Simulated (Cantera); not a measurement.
**Pyrogenic steam for wet oxidation**

An isothermal, constant-pressure homogeneous reactor starts with 43.2 % H2, 22.7 % O2, 34.1 % N2, equivalence ratio 0.95, at 1200 K and 0.250 bar.

Cantera simulation using the H2/O2 subset of GRI-Mech 3.0, which has no nitrogen chemistry; the numbers are that mechanism's predictions, not measurements. The temperature is held fixed by assumption; the heat of reaction is taken as removed at once.

```tsv
t (s)	x H2	x O2	x HO2	x H2O2	x OH	x H	x O
3.00e-6	0.432	0.227	5.12e-9	5.01e-12	2.84e-10	5.39e-9	4.68e-10
1.80e-5	0.432	0.227	3.47e-8	1.90e-10	8.39e-9	1.20e-7	1.57e-8
0.000108	0.335	0.188	3.78e-5	1.12e-6	0.00383	0.0545	0.00718
0.000646	0.0157	0.0227	1.57e-5	4.47e-6	0.00216	0.00673	0.00111
0.00387	0.00144	0.0151	6.53e-6	1.67e-6	0.000451	0.000124	5.35e-5
0.0232	6.57e-5	0.0145	6.67e-7	1.85e-7	9.47e-5	1.21e-6	2.18e-6
0.139	2.87e-6	0.0145	3.47e-8	1.70e-8	2.50e-5	1.51e-8	1.45e-7
0.834	3.17e-7	0.0145	4.79e-9	2.42e-9	9.07e-6	6.38e-10	1.91e-8
5.00	1.20e-7	0.0145	3.01e-9	8.27e-10	5.22e-6	1.43e-10	6.34e-9
```
x: mole fraction; the columns are a selection and need not sum to one.

Equilibrium at this temperature and pressure: H2 1.17e-7, O2 0.0145, HO2 3.00e-9, H2O2 7.94e-10, OH 5.11e-6, H 1.36e-10, O 6.07e-9 (gas phase only).
